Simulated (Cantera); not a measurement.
Feed: 1 mol SiC, 0.014 mol C, 4.3 mol H2, at 2348.15 K and 0.0100 bar.

Equilibrium computed with Cantera from the NASA thermochemical tables; the gas is ideal and each condensed phase is pure. Candidate condensed phases: C, C6H6, C7H8, C8H18, Si, SiC; 87 gas species. Gases not in the tables: Si2H6 and higher silanes. Kinetics and transport are ignored.

Base state: H2 0.851, H 0.114, Si 0.0232, C2H2 (acetylene) 0.00466, SiC2 0.00376, Si2C 0.00218, SiH 0.000722, Si2 7.96e-5 (mole fractions); condensed: C(graphite) + SiC(s).

Question: What changes in the equilibrium state with this change: 0.16 mol NH3 added?

Answer: 
```tsv
species	before	after
H2	0.851	0.834
H	0.114	0.113
Si	0.0232	0.0232
N2	0	0.0131
HCN	0	0.00494
HNC	0	0.000480
SiN	0	3.41e-5
CN	0	3.07e-5
C(graphite), mol	0.0757	0.0539
SiC(s), mol	0.848	0.837
```
The tables' values for SiN are old estimates; treat these amounts as uncertain. Further candidate phases: Si3N4.

Question: What changes in the equilibrium state with this change: pressure from 0.0100 bar to 3.20e-5 bar?

Answer: 
```json
[
 {"species": "H", "before": "0.114", "after": "0.760"},
 {"species": "H2", "before": "0.851", "after": "0.121"},
 {"species": "Si", "before": "0.0232", "after": "0.100"},
 {"species": "SiC2", "before": "0.00376", "after": "0.0162"},
 {"species": "SiH2", "before": "7.95e-5", "after": "1.56e-7"},
 {"species": "C3", "before": "4.00e-6", "after": "0.00125"},
 {"species": "C", "before": "1.80e-6", "after": "0.000563"},
 {"species": "C2", "before": "3.58e-7", "after": "0.000112"},
 {"species": "Si2C", "before": "0.00218", "after": "0.000130"},
 {"species": "C(graphite), mol", "before": "0.0757", "after": "0.680"},
 {"species": "SiC(s), mol", "before": "0.848", "after": "0"}
]
```
